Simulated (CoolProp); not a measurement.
Vapour-liquid equilibrium of R13 (1) + n-butane (2) at 193.1 K; x and y are mole fractions of (1).

Computed with CoolProp (multi-fluid Helmholtz-energy mixture model, Platzer 1990 and Bücker 2006; pair parameters Bell 2016). This equation is an older, rougher fit; its heat capacities, sound speeds and derivatives of the liquid may be far off and weren't checked against measurements.

Problem. Give the bubble pressure and the first vapour's composition at x = 0.575, 0.65, 0.875. Is there an azeotrope?

Solution. x = 0.575: 0.07734 MPa, y = 0.990; x = 0.65: 0.08162 MPa, y = 0.992; x = 0.875: 0.09694 MPa, y = 0.996. No azeotrope shows between x = 0.05 and 0.95.

The pair parameters rest on a limited set of measurements; away from them the model extrapolates. With so large a gap from Raoult's law the liquid may split in two, which this calculation doesn't test in full.
